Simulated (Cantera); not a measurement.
Input (Python, Cantera):

```python
import numpy as np
import cantera as ct

gas = ct.Solution("gri30.yaml")
gas.TPX = 1325, 500000, {'C3H8': 1, 'O2': 2.78, 'N2': 10.4, 'CO2': 0.42}
reactor = ct.IdealGasReactor(gas, energy="on", clone=False)
net = ct.ReactorNet([reactor])
net.rtol, net.atol = 1e-08, 1e-16
show = ['C3H8', 'O2', 'CO2', 'NO2', 'HCO', 'CH4']
times = np.geomspace(7e-06, 5, 15)

steps = ct.SolutionArray(gas, extra=["t"])
rows = []
print(f"{'t/s':>10s}{'T/K':>9s}{'P/Pa':>11s}" + "".join(f"{s:>11s}" for s in show))
for t in times:
    while net.time < t:
        t_next = net.step()
        steps.append(gas.state, t=t_next)
    rows.append([np.interp(t, steps.t, y) for y in (steps.T, steps.P, *steps(*show).X.T)])
    print(f"{t:10.3e}{rows[-1][0]:9.1f}{rows[-1][1]:11.4g}" + "".join(f"{x:11.3e}" for x in rows[-1][2:]))
rate = np.gradient(steps.T, steps.t)
print("integrator steps:", len(steps.t))
if steps.T.max() > steps.T[0] + 200:
    print(f"time of steepest temperature rise: {steps.t[rate.argmax()]:.4e} s")
gas.TPX = 1325, 500000, {'C3H8': 1, 'O2': 2.78, 'N2': 10.4, 'CO2': 0.42}
gas.equilibrate("UV")
print(f"equilibrium (UV): T = {gas.T:.1f} K  " + "  ".join(f"{s} {gas[s].X[0]:.3e}" for s in show))
```

Output:

```
       t/s      T/K       P/Pa       C3H8         O2        CO2        NO2        HCO        CH4
 7.000e-06   1324.3  4.998e+05  6.833e-02  1.903e-01  2.876e-02  4.774e-18  3.807e-10  1.611e-05
 1.833e-05   1324.0      5e+05  6.779e-02  1.900e-01  2.875e-02  1.621e-16  4.938e-09  1.067e-04
 4.801e-05   1324.6   5.01e+05  6.615e-02  1.892e-01  2.870e-02  2.459e-15  1.919e-08  4.363e-04
 1.257e-04   1328.8  5.051e+05  6.102e-02  1.864e-01  2.856e-02  3.789e-14  7.819e-08  1.525e-03
 3.293e-04   2860.9  1.326e+06  1.684e-30  1.230e-04  3.260e-02  2.883e-08  1.543e-06  1.309e-10
 8.625e-04   2858.5  1.325e+06  1.780e-30  1.201e-04  3.252e-02  4.560e-08  1.537e-06  1.340e-10
 2.259e-03   2858.5  1.325e+06  1.782e-30  1.201e-04  3.252e-02  4.579e-08  1.537e-06  1.340e-10
 5.916e-03   2858.5  1.325e+06  1.782e-30  1.201e-04  3.252e-02  4.579e-08  1.537e-06  1.340e-10
 1.549e-02   2858.5  1.325e+06  1.782e-30  1.201e-04  3.252e-02  4.579e-08  1.537e-06  1.340e-10
 4.058e-02   2858.5  1.325e+06  1.782e-30  1.201e-04  3.252e-02  4.579e-08  1.537e-06  1.340e-10
 1.063e-01   2858.5  1.325e+06  1.782e-30  1.201e-04  3.252e-02  4.579e-08  1.537e-06  1.340e-10
 2.783e-01   2858.5  1.325e+06  1.782e-30  1.201e-04  3.252e-02  4.579e-08  1.537e-06  1.340e-10
 7.290e-01   2858.5  1.325e+06  1.782e-30  1.201e-04  3.252e-02  4.579e-08  1.537e-06  1.340e-10
 1.909e+00   2858.5  1.325e+06  1.782e-30  1.201e-04  3.252e-02  4.579e-08  1.537e-06  1.340e-10
 5.000e+00   2858.5  1.325e+06  1.782e-30  1.201e-04  3.252e-02  4.579e-08  1.537e-06  1.340e-10
integrator steps: 2009
time of steepest temperature rise: 2.8923e-04 s
equilibrium (UV): T = 2858.5 K  C3H8 2.334e-30  O2 1.201e-04  CO2 3.252e-02  NO2 4.579e-08  HCO 1.537e-06  CH4 1.505e-10
```

Computed with Cantera and GRI-Mech 3.0 (53 species, 325 reactions). GRI-Mech 3.0 was tuned for natural gas; its chemistry of propane as a main component is partial and can be far from experiment.
